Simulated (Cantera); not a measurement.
An isothermal, constant-pressure homogeneous reactor starts with 13.2 % NO, 86.8 % N2, at 1925 K and 0.227 atm.

Detailed kinetics in Cantera: GRI-Mech 3.0 (53 species, 325 reactions).

x: mole fraction; the columns are a selection and need not sum to one.

```json
[
 {"t (s)": "0.000100", "x NO": "0.132", "x O2": "4.10e-10", "x O": "2.59e-7", "x N2O": "2.58e-7", "x NO2": "?", "x N2": "0.868"},
 {"t (s)": "0.000453", "x NO": "0.132", "x O2": "8.33e-9", "x O": "1.14e-6", "x N2O": "1.10e-6", "x NO2": "?", "x N2": "0.868"},
 {"t (s)": "0.00205", "x NO": "0.132", "x O2": "1.98e-7", "x O": "5.43e-6", "x N2O": "3.89e-6", "x NO2": "?", "x N2": "0.868"},
 {"t (s)": "0.00928", "x NO": "0.132", "x O2": "7.77e-6", "x O": "2.54e-5", "x N2O": "7.39e-6", "x NO2": "?", "x N2": "0.868"},
 {"t (s)": "0.0420", "x NO": "0.131", "x O2": "0.000121", "x O": "3.78e-5", "x N2O": "7.61e-6", "x NO2": "?", "x N2": "0.869"},
 {"t (s)": "0.190", "x NO": "0.130", "x O2": "0.000683", "x O": "4.20e-5", "x N2O": "7.46e-6", "x NO2": "?", "x N2": "0.869"},
 {"t (s)": "0.862", "x NO": "0.125", "x O2": "0.00333", "x O": "5.77e-5", "x N2O": "6.80e-6", "x NO2": "?", "x N2": "0.872"},
 {"t (s)": "3.90", "x NO": "0.100", "x O2": "0.0156", "x O": "0.000102", "x N2O": "4.30e-6", "x NO2": "?", "x N2": "0.884"},
 {"t (s)": "17.7", "x NO": "0.0327", "x O2": "0.0493", "x O": "0.000173", "x N2O": "5.25e-7", "x NO2": "?", "x N2": "0.918"},
 {"t (s)": "80.0", "x NO": "0.00407", "x O2": "0.0636", "x O": "0.000195", "x N2O": "1.11e-7", "x NO2": "?", "x N2": "0.932"}
]
```

Q: What belongs in the gaps?

A: 
- 0.000100, x NO2: 8.24e-9
- 0.000453, x NO2: 1.34e-7
- 0.00205, x NO2: 1.39e-6
- 0.00928, x NO2: 7.92e-6
- 0.0420, x NO2: 1.19e-5
- 0.190, x NO2: 1.33e-5
- 0.862, x NO2: 1.80e-5
- 3.90, x NO2: 2.66e-5
- 17.7, x NO2: 1.50e-5
- 80.0, x NO2: 2.11e-6
